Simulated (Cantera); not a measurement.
A closed system holds: 1 mol (CH3)2SiCl2, 0.068 mol C3H8, 110 mol H2, at 1525 K and 1.70 mbar.

Cantera equilibrium calculation (NASA polynomials, part measured and part estimated; ideal gas, pure solids and liquids). Candidate condensed phases: C, C6H6, C7H8, C8H18, Si, SiC; 109 gas species. The feed counts by its element totals alone. Kinetics and transport are ignored.

Base state: H2 0.982, HCl 0.0175, H 0.000569, C2H2 (acetylene) 1.19e-5 (mole fractions); condensed: C(graphite) + SiC(s).

What changes in the equilibrium state with this change: (CH3)2SiCl2 replaced by SiHCl3?


```csv
species,before,after
H2,0.982,0.975
HCl,0.0175,0.0231
SiCl2,8.16e-6,0.00179
C2H2 (acetylene),1.19e-5,<1e-9
Si,8.91e-8,1.11e-5
Cl,8.11e-6,1.08e-5
"C(graphite), mol",1.20,0
"SiC(s), mol",0.999,0.204
"Si(s), mol",0,0.592
```
Mutual solubility and eutectic melting of coexisting phases are not modelled.
